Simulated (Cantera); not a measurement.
## Al2O3 + H2 + N2 (hydrogen reduction and annealing atmospheres)

Charge: 1 mol Al2O3, 750 mol H2, 0.44 mol N2, at 1.00 bar.

Method: chemical equilibrium by Gibbs-energy minimisation in Cantera with the NASA 1993 tables (ideal gas, pure condensed phases). Candidate condensed phases: Al, AlN, Al2O3, H2O; 35 gas species. Mutual solubility and eutectic melting of coexisting phases are not modelled. The numbers say what is thermodynamically allowed, not how fast it happens.

From 1177 °C to 1427 °C the condensed part is AlN(s) + Al2O3(s). From 1452 °C to 1502 °C the condensed part is Al2O3(s).

| T (°C) | log p H2 | log p N2 | log p H | log p H2O | log p Al | log p NH3 | log p AlH | n AlN(s) | n Al2O3(s) |
|---|---|---|---|---|---|---|---|---|---|
| 1177 | 0.00 | -3.23 | -5.02 | -5.80 | -9.36 | -5.76 | -9.19 | 0.000794 | 1.000 |
| 1202 | 0.00 | -3.23 | -4.89 | -5.74 | -8.97 | -5.79 | -8.84 | 0.000904 | 1.000 |
| 1227 | 0.00 | -3.23 | -4.75 | -5.69 | -8.59 | -5.82 | -8.51 | 0.00102 | 0.999 |
| 1252 | 0.00 | -3.23 | -4.63 | -5.63 | -8.23 | -5.86 | -8.19 | 0.00115 | 0.999 |
| 1277 | 0.00 | -3.23 | -4.50 | -5.58 | -7.88 | -5.89 | -7.88 | 0.00129 | 0.999 |
| 1302 | 0.00 | -3.23 | -4.38 | -5.53 | -7.54 | -5.92 | -7.58 | 0.00142 | 0.999 |
| 1327 | 0.00 | -3.23 | -4.26 | -5.49 | -7.21 | -5.95 | -7.28 | 0.00154 | 0.999 |
| 1352 | 0.00 | -3.23 | -4.15 | -5.44 | -6.89 | -5.98 | -7.00 | 0.00163 | 0.999 |
| 1377 | 0.00 | -3.23 | -4.04 | -5.39 | -6.58 | -6.00 | -6.73 | 0.00163 | 0.999 |
| 1402 | 0.00 | -3.23 | -3.94 | -5.35 | -6.28 | -6.03 | -6.46 | 0.00146 | 0.999 |
| 1427 | 0.00 | -3.23 | -3.83 | -5.31 | -5.99 | -6.06 | -6.21 | 0.000968 | 0.999 |
| 1452 | 0.00 | -3.23 | -3.73 | -5.26 | -5.72 | -6.08 | -5.97 | 0 | 0.998 |
| 1477 | 0.00 | -3.23 | -3.63 | -5.13 | -5.58 | -6.10 | -5.87 | 0 | 0.998 |
| 1502 | 0.00 | -3.23 | -3.54 | -5.00 | -5.45 | -6.13 | -5.77 | 0 | 0.997 |
log p: log10 of the partial pressure in bar; n: condensed amount in mol.
